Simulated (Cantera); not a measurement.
## Hydrocarbon pyrolysis for carbon deposition

An isothermal, constant-pressure homogeneous reactor starts with C₂H₆ : N₂ = 1 : 32 (molar parts), at 1625 K and 1.01 bar.

Model: GRI-Mech 3.0 (53 species, 325 reactions), integrated in Cantera. GRI-Mech 3.0 stops at C3 and has no aromatics, soot or wall deposition, so with more carbon than oxygen in the feed, carbon stays in small species such as C2H2 where larger ones or solid carbon would form.

| t (s) | x C₂H₆ | x H | x CH₂ | x HCN | x C₂H₂ | x CH₃ | x C₂H |
|---|---|---|---|---|---|---|---|
| 2.00e-5 | 0.0251 | 9.54e-5 | 4.95e-6 | 1.87e-7 | 5.15e-5 | 0.00252 | 4.95e-9 |
| 6.59e-5 | 0.0127 | 0.000126 | 5.03e-6 | 7.51e-7 | 0.00153 | 0.00208 | 5.41e-8 |
| 0.000217 | 0.00138 | 0.000108 | 1.56e-6 | 1.23e-6 | 0.00965 | 0.000665 | 1.37e-7 |
| 0.000714 | 5.30e-5 | 3.23e-5 | 1.04e-7 | 1.30e-6 | 0.0176 | 0.000140 | 5.72e-8 |
| 0.00235 | 6.09e-6 | 1.36e-5 | 1.60e-8 | 1.30e-6 | 0.0216 | 5.37e-5 | 2.67e-8 |
| 0.00775 | 4.44e-6 | 1.29e-5 | 1.27e-8 | 1.30e-6 | 0.0242 | 4.74e-5 | 2.68e-8 |
| 0.0255 | 3.90e-6 | 1.32e-5 | 1.20e-8 | 1.31e-6 | 0.0248 | 4.46e-5 | 2.74e-8 |
| 0.0840 | 2.69e-6 | 1.38e-5 | 1.01e-8 | 1.34e-6 | 0.0254 | 3.72e-5 | 2.82e-8 |
| 0.277 | 1.10e-6 | 1.49e-5 | 6.60e-9 | 1.40e-6 | 0.0265 | 2.40e-5 | 2.96e-8 |
| 0.911 | 2.37e-7 | 1.60e-5 | 3.10e-9 | 1.51e-6 | 0.0276 | 1.11e-5 | 3.11e-8 |
| 3.00 | 4.87e-8 | 1.66e-5 | 1.33e-9 | 1.67e-6 | 0.0281 | 4.67e-6 | 3.20e-8 |
x: mole fraction; the columns are a selection and need not sum to one.

Equilibrium at this temperature and pressure: C₂H₆ 7.28e-9, H 1.68e-5, CH₂ 4.75e-10, HCN 0.0430, C₂H₂ 0.00691, CH₃ 1.67e-6, C₂H 7.86e-9 (gas phase only).
